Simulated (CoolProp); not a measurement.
R113 along the isobar 5.28 MPa: density (kg/m³) from the reference equation and from simpler models built on Tc = 487.2 K, pc = 3.392 MPa, ω = 0.253; each cubic takes its own stable root.

The numbers come from the reference Helmholtz-energy equation of state, Marx 1992 in CoolProp.

| T (K) | phase | reference | Soave-Redlich-Kwong | Peng-Robinson |
|---|---|---|---|---|
| 285.3 | liquid | 1606 | 1499 | 1688 |
| 303.2 | liquid | 1566 | 1465 | 1650 |
| 321.1 | liquid | 1524 | 1428 | 1610 |
| 339 | liquid | 1482 | 1388 | 1566 |
| 356.9 | liquid | 1438 | 1344 | 1518 |
| 374.8 | liquid | 1392 | 1297 | 1465 |
| 392.7 | liquid | 1344 | 1245 | 1406 |
| 410.6 | liquid | 1291 | 1187 | 1340 |
| 428.4 | liquid | 1235 | 1123 | 1267 |
| 446.3 | liquid | 1171 | 1050 | 1182 |
| 464.2 | liquid | 1096 | 965.3 | 1082 |
| 482.1 | liquid | 1003 | 862.7 | 960.2 |
| 500 | supercritical | 871.9 | 731.3 | 803.1 |
